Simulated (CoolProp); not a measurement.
The numbers come from the reference Helmholtz-energy equation of state, Lemmon 2006 in CoolProp. It is a short technical equation, of lower accuracy than the large ones.

**Question.** For toluene, give the phase and the cv (kJ/(kg K)), conductivity (mW/(m K)), Prandtl number at 346.85 °C and 0.0326 MPa; 346.85 °C and 1.32 MPa.

**Answer.** 
- 346.85 °C and 0.0326 MPa: gas; cv 2.09, conductivity 43.5, Prandtl number 0.710
- 346.85 °C and 1.32 MPa: gas; cv 2.12, conductivity 43.9, Prandtl number 0.743

Viscosity comes from a separate model (Avgeri 2015). Thermal conductivity comes from a separate model (Assael 2012).
